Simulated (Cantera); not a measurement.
Thermodynamics of sublimation and decomposition of ceramics, feed ZrN + N2

A closed system holds: 1 mol ZrN, 2.5 mol N2, equilibrated at 1 atm.

Cantera equilibrium calculation (NASA polynomials, part measured and part estimated; ideal gas, pure solids and liquids). Candidate condensed phases: Zr, ZrN; 9 gas species. Ions and electrons are included (thermal ionisation). ZrN: taken at fixed stoichiometry. Rates play no part.

| T (K) | log p N2 | log p Zr | log p N | log p ZrN | log p e- | log p N2+ | log p N+ | n ZrN(s) | n ZrN(l) |
|---|---|---|---|---|---|---|---|---|---|
| 2000 | 0.01 | <-11 | -9.04 | <-11 | <-11 | <-11 | <-11 | 1.00 | 0 |
| 2500 | 0.01 | -8.38 | -6.53 | <-11 | <-11 | <-11 | <-11 | 1.00 | 0 |
| 3000 | 0.01 | -5.07 | -4.85 | -9.70 | -11.65 | -11.65 | <-11 | 1.000 | 0 |
| 3500 | 0.00 | -2.82 | -3.65 | -7.26 | -9.69 | -9.70 | -11.87 | 0 | 0.996 |
| 4000 | -0.02 | -1.18 | -2.76 | -5.50 | -8.22 | -8.23 | -9.69 | 0 | 0.820 |
| 4500 | -0.12 | -0.60 | -2.11 | -4.88 | -7.08 | -7.14 | -8.01 | 0 | 0 |
| 5000 | -0.13 | -0.60 | -1.55 | -4.83 | -6.11 | -6.25 | -6.68 | 0 | 0 |
log p: log10 of the partial pressure in bar; n: condensed amount in mol.

From 2000 K to 3000 K the condensed part is ZrN(s). From 3500 K to 4000 K the condensed part is ZrN(l). From 4500 K to 5000 K nothing is condensed.
